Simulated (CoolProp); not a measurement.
CH2F2 (R32) at 206.65 K and 0.221 MPa is throttled through a valve to 0.14 MPa with no heat exchange. Each further row changes one setting.

The numbers come from the reference Helmholtz-energy equation of state, Tillner-Roth 1997 in CoolProp.

| case | temperature change (K) | final phase | final density (kg/m³) |
|---|---|---|---|
| as stated | +0.0 | liquid | 1250 |
| outlet pressure 0.042 MPa | (withheld) | (withheld) | (withheld) |
| outlet pressure 0.182 MPa | +0.0 | liquid | 1250 |

Question: Fill in the missing entries.

Answer: 
- outlet pressure 0.042 MPa, temperature change (K): -1.0
- outlet pressure 0.042 MPa, final phase: two-phase, vapour fraction 0.004
- outlet pressure 0.042 MPa, final density (kg/m³): 250
